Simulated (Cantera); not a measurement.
A freely propagating, adiabatic, planar premixed flame of H2 : O2 : N2 = 1 : 0.667 : 2.8 (molar parts), unburnt at 450 K and 1.01 bar; mixture-averaged transport, grid criteria slope 0.08 and curve 0.16, no radiation.

Cantera simulation using the H2/O2 subset of GRI-Mech 3.0, which has no nitrogen chemistry; the numbers are that mechanism's predictions, not measurements. Burning velocities carry a grid error of a few per cent, more on coarse grids.

### Question
How do the results move with these cheaper or finer settings: unity-Lewis-number transport; multicomponent transport; multicomponent+Soret transport; grid criteria slope 0.5, curve 1; grid criteria slope 0.25, curve 0.5; grid criteria slope 0.03, curve 0.06?

### Answer
```json
[
 {"setting": "as above", "laminar burning velocity": "268 cm/s", "thermal thickness": "0.398 mm", "peak x(H2O2)": "4.86e-5", "peak x(HO2)": "0.000368", "grid points": "114"},
 {"setting": "unity-Lewis-number transport", "laminar burning velocity": "217 cm/s", "thermal thickness": "0.308 mm", "peak x(H2O2)": "1.74e-5", "peak x(HO2)": "0.000270", "grid points": "106"},
 {"setting": "multicomponent transport", "laminar burning velocity": "264 cm/s", "thermal thickness": "0.393 mm", "peak x(H2O2)": "4.99e-5", "peak x(HO2)": "0.000370", "grid points": "114"},
 {"setting": "multicomponent+Soret transport", "laminar burning velocity": "241 cm/s", "thermal thickness": "0.390 mm", "peak x(H2O2)": "5.07e-5", "peak x(HO2)": "0.000364", "grid points": "114"},
 {"setting": "grid criteria slope 0.5, curve 1", "laminar burning velocity": "317 cm/s", "thermal thickness": "0.485 mm", "peak x(H2O2)": "4.23e-5", "peak x(HO2)": "0.000331", "grid points": "38"},
 {"setting": "grid criteria slope 0.25, curve 0.5", "laminar burning velocity": "278 cm/s", "thermal thickness": "0.417 mm", "peak x(H2O2)": "4.57e-5", "peak x(HO2)": "0.000358", "grid points": "53"},
 {"setting": "grid criteria slope 0.03, curve 0.06", "laminar burning velocity": "265 cm/s", "thermal thickness": "0.393 mm", "peak x(H2O2)": "4.93e-5", "peak x(HO2)": "0.000370", "grid points": "244"}
]
```
Unity Lewis numbers drop preferential diffusion, which matters most where H2 and H carry the flame; Soret adds thermal diffusion.
